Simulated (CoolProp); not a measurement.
The fluid at 323.23 K and 1.06 MPa (gas) is heated at constant pressure to 499.6 K. The same conditions are run with several fluids, on thermodynamics alone (safety and materials aside).

Computed with CoolProp (reference Helmholtz-energy equation of state of each fluid (CF4 (R14): Platzer 1990; R125: Lemmon 2005; carbonyl sulfide: Lemmon 2006; R143a: Lemmon and Jacobsen 2000)). The equations of Platzer and Polt are older, rougher fits.

**Question.** Rank CF4 (R14), R125, carbonyl sulfide, R143a by heat (kJ/kg), highest first.

**Answer.** R143a (211), R125 (174), CF4 (R14) (148), carbonyl sulfide (144)

| fluid | final density (kg/m³) |
|---|---|
| CF4 (R14) | 22.4 |
| R125 | 31.4 |
| carbonyl sulfide | 15.7 |
| R143a | 22.0 |
